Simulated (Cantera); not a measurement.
What does this Cantera script print?

```python
import numpy as np
import cantera as ct

gas_names = """
    H HO2 H2 H2O H2O2 O OH O2 O3 V VO VO2
""".split()
cond_names = """
    H2O(s) H2O(L) V(cr) V(L) VO(s) VO(L) V2O3(s) V2O3(L) V2O4(I) V2O4(II) V2O4(L) V2O5(s) V2O5(L)
""".split()


# ... load() reads the species with a 1 bar reference pressure and builds the phases ...
atoms = {
    'V2O3': {'V': 2, 'O': 3},
    'H2': {'H': 2},
    'H2O': {'H': 2, 'O': 1},
}
top_T = {}  # K; cautious upper limits of use, not melting points


# ... equilibrate(T, P, feed) seeds the gas with the atoms and calls Mixture.equilibrate('TP', solver="vcs", rtol=1e-11, max_steps=5000) ...
results = []
feed = {'V2O3': 1, 'H2': 110, 'H2O': 0.068}  # mol
P = 1333.22  # Pa
for T in [850, 900, 950, 1000, 1050, 1100, 1150, 1200, 1250, 1300]:
    mix = equilibrate(T, P, feed)
    results.append((T, P, feed, dict(zip(mix.species_names, mix.species_moles))))
    x = sorted(zip(gas.X, gas.species_names), reverse=True)
    print(f"T = {T:g} K  P = {P:g} Pa  gas = {mix.phase_moles(0):.4g} mol")
    print("   x: " + "  ".join(f"{s} {v:.3e}" for v, s in x if v > 1e-05))
    print("   condensed (mol): " + ("  ".join(f"{mix.phase(i).name} {mix.phase_moles(i):.4g}"
          for i in range(1, mix.n_phases) if mix.phase_moles(i) > 1e-12) or "none"))
```

Result:

```
T = 850 K  P = 1333.22 Pa  gas = 110.1 mol
   x: H2 9.994e-01  H2O 6.178e-04
   condensed (mol): V2O3(s) 1
T = 900 K  P = 1333.22 Pa  gas = 110.1 mol
   x: H2 9.994e-01  H2O 6.178e-04
   condensed (mol): V2O3(s) 1
T = 950 K  P = 1333.22 Pa  gas = 110.1 mol
   x: H2 9.994e-01  H2O 6.178e-04
   condensed (mol): V2O3(s) 1
T = 1000 K  P = 1333.22 Pa  gas = 110.1 mol
   x: H2 9.994e-01  H2O 6.178e-04
   condensed (mol): V2O3(s) 1
T = 1050 K  P = 1333.22 Pa  gas = 110.1 mol
   x: H2 9.994e-01  H2O 6.178e-04
   condensed (mol): V2O3(s) 1
T = 1100 K  P = 1333.22 Pa  gas = 110.1 mol
   x: H2 9.994e-01  H2O 6.178e-04
   condensed (mol): V2O3(s) 1
T = 1150 K  P = 1333.22 Pa  gas = 110.1 mol
   x: H2 9.994e-01  H2O 6.178e-04
   condensed (mol): V2O3(s) 1
T = 1200 K  P = 1333.22 Pa  gas = 110.1 mol
   x: H2 9.994e-01  H2O 6.178e-04
   condensed (mol): V2O3(s) 1
T = 1250 K  P = 1333.22 Pa  gas = 110.1 mol
   x: H2 9.993e-01  H2O 6.853e-04
   condensed (mol): VO(s) 0.01486  V2O3(s) 0.9926
T = 1300 K  P = 1333.22 Pa  gas = 110.1 mol
   x: H2 9.990e-01  H2O 1.008e-03
   condensed (mol): VO(s) 0.08599  V2O3(s) 0.957
```

These are equilibrium values from Cantera (NASA tables, ideal gas, pure condensed phases), not measurements of a reactor. Mutual solubility and eutectic melting of coexisting phases are not modelled. VO: taken at fixed stoichiometry. Condensed phases not in the tables: the oxides between V2O3 and V2O5 other than VO2.
